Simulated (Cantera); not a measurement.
A closed system holds: 1 mol CH₃F, 0.013 mol CH₄, equilibrated at 2573.15 K and 0.0338 Torr.

Cantera equilibrium calculation (NASA polynomials, part measured and part estimated; ideal gas, pure solids and liquids). Candidate condensed phases: C, C₆H₆, C₇H₈, C₈H₁₈; 95 gas species. Equilibrium is a limit: real reactors are often held back by kinetics, nucleation or transport.

**Question.** What is the equilibrium state?

**Answer.** 
| Quantity | Value |
|---|---|
| x(H) | 0.630 |
| x(HF) | 0.277 |
| x(C₃) | 0.0333 |
| x(F) | 0.0291 |
| x(H₂) | 0.0151 |
| x(C) | 0.00982 |
| x(C₂) | 0.00311 |
| x(CF) | 0.00118 |
| x(C₂H) | 0.000767 |
| n(C(graphite)) | 0.623 mol |
| gas amount | 3.251 mol |
